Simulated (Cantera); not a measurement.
Feed: 1 mol SiH₄, 0.74 mol NO, held at 1275 K and 13.0 Pa.

Cantera equilibrium calculation (NASA polynomials, part measured and part estimated; ideal gas, pure solids and liquids). Candidate condensed phases: H₂O, Si, SiO₂, Si₂N₂O, Si₃N₄; 35 gas species. Mutual solubility and eutectic melting of coexisting phases are not modelled. The tables hold silica as quartz up to 1696 K and as liquid above; real silica turns to tridymite and cristobalite and melts near 1996 K. Kinetics and transport are ignored.

Base state: H₂ 0.969, SiO 0.0314, H 6.36e-5 (mole fractions); condensed: Si(s) + SiO₂(β-quartz) + Si₂N₂O(s).

Question: What changes in the equilibrium state with this change: temperature from 1275 K to 2048 K?

Answer: 
| species | before | after |
|---|---|---|
| H₂ | 0.969 | 0.485 |
| SiO | 0.0314 | 0.205 |
| H | 6.36e-5 | 0.137 |
| Si | 1.48e-7 | 0.0713 |
| N₂ | 6.49e-7 | 0.102 |
| Si₂ | <1e-9 | 0.000101 |
| SiN | <1e-9 | 6.05e-5 |
| SiH | 1.59e-8 | 0.000344 |
| Si(s), mol | 0.0426 | 0 |
| SiO₂(β-quartz), mol | 0.153 | 0 |
| Si₂N₂O(s), mol | 0.370 | 0 |
The tables' values for SiN are old estimates; treat these amounts as uncertain.
